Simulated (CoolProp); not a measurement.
Chlorine at several states: Z from the reference equation and from simpler models built on Tc = 416.9 K, pc = 76.42 bar, ω = 0.070; each cubic takes its own stable root.

The numbers come from the reference Helmholtz-energy equation of state, Thol 2021 in CoolProp.

| T (K) | p (bar) | phase | reference | van der Waals | Redlich-Kwong | Soave-Redlich-Kwong | Peng-Robinson |
|---|---|---|---|---|---|---|---|
| 209.8 | 200 | liquid | ___ | 0.7696 | ___ | 0.5294 | ___ |
| 272.9 | 200 | liquid | 0.4142 | ___ | 0.4446 | 0.4445 | 0.3949 |
| 312.1 | 0.576 | gas | 0.9938 | 0.9956 | 0.9942 | 0.9941 | 0.9938 |

Question: Complete the blanks.

Answer: 
- 209.8, reference: 0.4873
- 209.8, Redlich-Kwong: 0.5269
- 209.8, Peng-Robinson: 0.4714
- 272.9, van der Waals: 0.6351
